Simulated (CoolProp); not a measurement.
Aqueous ammonia as a coolant, 13 % by mass, freezing at -19.1 °C, 1 atm.

Values from CoolProp's Melinder's fits for secondary coolants.

```tsv
T (°C)	density (kg/m³)	viscosity (mPa s)	cp (kJ/(kg K))	Prandtl number
-11.1	954.9	3.09	4.241	28.4
-8.1	954.4	2.74	4.235	24.9
-5	953.8	2.45	4.230	22.0
-1.9	953.1	2.20	4.225	19.5
1.2	952.4	1.99	4.220	17.4
4.3	951.6	1.81	4.216	15.7
7.4	950.7	1.66	4.211	14.2
10.5	949.8	1.52	4.208	12.9
13.5	948.9	1.40	4.204	11.7
16.6	947.8	1.29	4.201	10.7
19.7	946.7	1.19	4.199	9.74
22.8	945.5	1.10	4.197	8.87
```
